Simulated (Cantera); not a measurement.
A closed system holds: 1 mol Al(CH₃)₃, 20 mol N₂O, 69 mol H₂, equilibrated at 23.0 Pa.

Method: chemical equilibrium by Gibbs-energy minimisation in Cantera with the NASA 1993 tables (ideal gas, pure condensed phases). Candidate condensed phases: Al, AlN, Al₂O₃, C, C₆H₆, C₇H₈, C₈H₁₈, H₂O; 148 gas species. The feed counts by its element totals alone. The tables' values for AlOH are old estimates; treat these amounts as uncertain. The numbers say what is thermodynamically allowed, not how fast it happens.

x: gas mole fraction; n: condensed amount in mol.

```tsv
T (K)	x H₂	x H	x N₂	x H₂O	x CO	x CO₂	x OH	n Al₂O₃(s)
723	0.621	4.38e-12	0.207	0.141	0.0114	0.0197	<1e-12	0.500
873	0.613	2.42e-9	0.207	0.148	0.0189	0.0122	<1e-12	0.500
1023	0.609	2.13e-7	0.207	0.153	0.0234	0.00768	1.41e-10	0.500
1173	0.606	6.05e-6	0.207	0.155	0.0259	0.00521	1.07e-8	0.500
1323	0.605	…	0.207	0.157	0.0273	…	…	0.500
1473	0.603	0.000648	0.207	0.158	0.0281	0.00297	4.40e-6	0.500
1623	0.601	0.00353	0.207	0.158	0.0286	0.00242	3.89e-5	0.500
1773	0.592	0.0144	0.206	0.157	0.0288	0.00206	0.000238	0.500
1923	0.566	…	0.202	0.154	0.0285	…	…	0.500
2073	0.505	0.123	0.194	0.144	0.0275	0.00161	0.00399	0.498
2223	0.395	0.265	0.177	0.118	0.0252	0.00140	0.0114	0.475
```

Task: Some entries are withheld; supply them.

Result: 
- 1323, x H: 8.13e-5
- 1323, x CO₂: 0.00381
- 1323, x OH: 3.05e-7
- 1923, x H: 0.0467
- 1923, x CO₂: 0.00181
- 1923, x OH: 0.00109
